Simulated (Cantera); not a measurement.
A closed system holds: 1 mol SiO₂, 5.4 mol HCl, held at 0.00880 bar.

These are equilibrium values from Cantera (NASA tables, ideal gas, pure condensed phases), not measurements of a reactor. Candidate condensed phases: H₂O, Si, SiO₂; 30 gas species. The tables hold silica as quartz up to 1696 K and as liquid above; real silica turns to tridymite and cristobalite and melts near 1996 K. Equilibrium is a limit: real reactors are often held back by kinetics, nucleation or transport.

Q: Which condensed phases are stable at each of these points (T (K)): 1248, 1298, 1348, 1398, 1448, 1498, 1548, 1598, 1648, 1698, 1748, 1798, 1848?

A: 
```
T (K)  condensed phases  Si condensed (%)
-----  ----------------  ----------------
1248     SiO₂(β-quartz)             100.0
1298     SiO₂(β-quartz)             100.0
1348     SiO₂(β-quartz)             100.0
1398     SiO₂(β-quartz)             100.0
1448     SiO₂(β-quartz)              99.9
1498     SiO₂(β-quartz)              99.9
1548     SiO₂(β-quartz)              99.9
1598     SiO₂(β-quartz)              99.9
1648     SiO₂(β-quartz)              99.9
1698    SiO₂(condensed)              99.7
1748    SiO₂(condensed)              99.5
1798    SiO₂(condensed)              99.1
1848    SiO₂(condensed)              98.4
```

From 1248 K to 1648 K the condensed part is SiO₂(β-quartz). From 1698 K to 1848 K the condensed part is SiO₂(condensed).
